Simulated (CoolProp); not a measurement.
R21 along the isotherm 259.8 K: Z from the reference equation and from simpler models built on Tc = 452.7 K, pc = 5289 kPa, ω = 0.206; each cubic takes its own stable root.

The numbers come from the reference Helmholtz-energy equation of state, Platzer 1990 in CoolProp. This equation is an older, rougher fit; its heat capacities, sound speeds and derivatives of the liquid may be far off and weren't checked against measurements.

```
p (kPa)   phase  reference
-------  ------  ---------
992      liquid    0.03244
1980     liquid    0.06466
2970     liquid    0.09687
3970     liquid     0.1293
4960     liquid     0.1614
5950     liquid     0.1933
6940     liquid     0.2253
7930     liquid     0.2571
```

How far does each simpler model (van der Waals, Soave-Redlich-Kwong, Peng-Robinson) lie from the reference over these 8 states: mean and median of the absolute difference, and the worst?


- van der Waals: mean 58.9 %, median 58.8 %, worst +60.2 % at 259.8 K and 992 kPa
- Soave-Redlich-Kwong: mean 6.4 %, median 6.4 %, worst +6.5 % at 259.8 K and 992 kPa
- Peng-Robinson: mean 5.6 %, median 5.6 %, worst -5.5 % at 259.8 K and 992 kPa
